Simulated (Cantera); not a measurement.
Feed: 1 mol C2F6, 0.02 mol Si, 0.14 mol H2, equilibrated at 0.240 bar.

Method: chemical equilibrium by Gibbs-energy minimisation in Cantera with the NASA 1993 tables (ideal gas, pure condensed phases). Candidate condensed phases: C, C6H6, C7H8, C8H18, Si, SiC; 113 gas species. The feed counts by its element totals alone. The tables' values for SiF3, C2F4, SiF2 are old estimates; treat these amounts as uncertain. Gases not in the tables: C2F6 and larger saturated fluorocarbons. Equilibrium is a limit: real reactors are often held back by kinetics, nucleation or transport.

log p: log10 of the partial pressure in bar; n: condensed amount in mol.

| T (°C) | log p F | log p CF2 | log p CF4 | log p CF | log p HF | log p CF3 | log p C3 | n C(graphite) |
|---|---|---|---|---|---|---|---|---|
| 2350 | -1.32 | -0.94 | -1.36 | -2.65 | -1.63 | -2.17 | -5.51 | ? |
| 2400 | -1.22 | -0.94 | -1.49 | -2.56 | -1.66 | -2.21 | -5.41 | 0 |
| 2450 | -1.14 | -0.94 | -1.66 | -2.45 | -1.69 | -2.26 | -5.23 | 0 |
| 2500 | -1.08 | -0.95 | -1.86 | -2.34 | -1.72 | -2.33 | -4.95 | 0 |
| 2550 | -1.04 | -0.96 | -2.09 | -2.21 | -1.74 | -2.42 | -4.58 | 0 |
| 2600 | -1.01 | -0.97 | -2.34 | -2.08 | -1.76 | -2.52 | -4.17 | 0 |
| 2650 | -0.97 | -1.00 | -2.58 | -1.98 | -1.78 | -2.63 | -3.87 | ? |
| 2700 | -0.94 | -1.04 | -2.82 | -1.90 | -1.80 | -2.74 | -3.63 | ? |
| 2750 | -0.91 | -1.08 | -3.07 | -1.82 | -1.81 | -2.87 | -3.40 | ? |
| 2800 | -0.88 | -1.14 | -3.32 | -1.76 | -1.83 | -2.99 | -3.18 | ? |
| 2850 | -0.86 | -1.19 | -3.58 | -1.69 | -1.84 | -3.13 | -2.96 | 0.259 |
| 2900 | -0.84 | -1.26 | -3.84 | -1.63 | -1.86 | -3.27 | -2.75 | 0.271 |
| 2950 | -0.83 | -1.32 | -4.11 | -1.58 | -1.87 | -3.42 | -2.55 | ? |

### Question
What belongs in the gaps?

### Answer

- 2350, n C(graphite): 0.00881
- 2650, n C(graphite): 0.0407
- 2700, n C(graphite): 0.104
- 2750, n C(graphite): 0.166
- 2800, n C(graphite): 0.221
- 2950, n C(graphite): 0.242
